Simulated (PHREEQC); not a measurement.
1 kg of water holding 0.19 mol/kgw Na2SO4, 0.0053 mol/kgw Na2CO3 and 0.011 mol/kgw NaCl is evaporated at 25 °C; the solids stay in contact with the brine. CO2 is held at log p = -3.4 (atm). Solids allowed: Burkeite, Halite, Mirabilite, Nahcolite, Natron, Thenardite, Trona. Others were left out.

Base run: PHREEQC, Pitzer model, pitzer.dat. Each further column changes one thing. The table gives ionic strength.

```
H2O removed (mol)   base  temperature from 25 to 5 °C
-----------------  -----  ---------------------------
0                  0.593                        0.592
9.886              0.722                        0.721
24.69               1.07                         1.07
30.18               1.30                         1.30
34.69               1.58                          ___
41.44               2.35                          ___
43.95               2.85                         1.36
46.01               3.47                          ___
49.09               5.14                         1.42
50.23               5.99                          ___
51.17               6.04                          ___
52.58               6.34                          ___
53.1                7.03                         3.39
```

Complete the blanks.


- 34.69, temperature from 25 to 5 °C: 1.34
- 41.44, temperature from 25 to 5 °C: 1.35
- 46.01, temperature from 25 to 5 °C: 1.37
- 50.23, temperature from 25 to 5 °C: 1.47
- 51.17, temperature from 25 to 5 °C: 1.55
- 52.58, temperature from 25 to 5 °C: 2.11

 At this temperature some constants are extrapolated from 25 °C, and those without enthalpy data are left unchanged.
